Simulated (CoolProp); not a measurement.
c-C4F8 (RC318) along the isobar 16.3 bar: Z from the reference equation and from simpler models built on Tc = 388.4 K, pc = 27.78 bar, ω = 0.355; each cubic takes its own stable root.

Computed with CoolProp (reference Helmholtz-energy equation of state, Platzer 1990). This equation is an older, rougher fit.

| T (K) | phase | reference | van der Waals | Redlich-Kwong |
|---|---|---|---|---|
| 367.6 | gas | 0.6812 | 0.7453 | 0.7020 |
| 376.4 | gas | 0.7226 | 0.7654 | 0.7311 |
| 385.2 | gas | 0.7546 | 0.7829 | 0.7554 |
| 394.1 | gas | 0.7808 | 0.7984 | 0.7764 |
| 402.9 | gas | 0.8025 | 0.8121 | 0.7944 |
| 411.7 | gas | 0.8211 | 0.8244 | 0.8103 |
| 420.5 | gas | 0.8372 | 0.8355 | 0.8244 |
| 429.4 | gas | 0.8514 | 0.8456 | 0.8371 |
| 438.2 | gas | 0.8639 | 0.8548 | 0.8485 |
| 447 | gas | 0.8751 | 0.8632 | 0.8587 |
| 455.9 | gas | 0.8852 | 0.8710 | 0.8682 |
| 464.7 | gas | 0.8943 | 0.8781 | 0.8767 |
| 473.5 | gas | 0.9025 | 0.8847 | 0.8844 |
| 482.3 | gas | 0.9100 | 0.8908 | 0.8916 |
| 491.2 | gas | 0.9169 | 0.8965 | 0.8983 |
| 500 | gas | 0.9232 | 0.9018 | 0.9043 |
